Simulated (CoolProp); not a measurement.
Aqueous potassium formate as a coolant, at -8 °C, 1 atm.

Model: Melinder's fits for secondary coolants, in CoolProp.

| mass % | freezing point (°C) | conductivity (W/(m K)) | viscosity (mPa s) | Prandtl number | density (kg/m³) |
|---|---|---|---|---|---|
| 19.6 | -11.3 | 0.524 | (withheld) | 18.8 | 1127 |
| 24.2 | -15.2 | (withheld) | 3.08 | 19.6 | 1159 |
| 28.8 | -19.8 | 0.509 | 3.34 | 20.5 | (withheld) |
| 33.5 | (withheld) | (withheld) | 3.61 | 21.7 | 1225 |
| 38.1 | -32.0 | (withheld) | (withheld) | 23.1 | (withheld) |
| 42.7 | -39.6 | 0.477 | 4.41 | 25.5 | 1294 |

Problem. Fill in the missing entries.

Solution. 
- 19.6, viscosity (mPa s): 2.86
- 24.2, conductivity (W/(m K)): 0.517
- 28.8, density (kg/m³): 1191
- 33.5, freezing point (°C): -25.4
- 33.5, conductivity (W/(m K)): 0.499
- 38.1, conductivity (W/(m K)): 0.489
- 38.1, viscosity (mPa s): 3.92
- 38.1, density (kg/m³): 1259
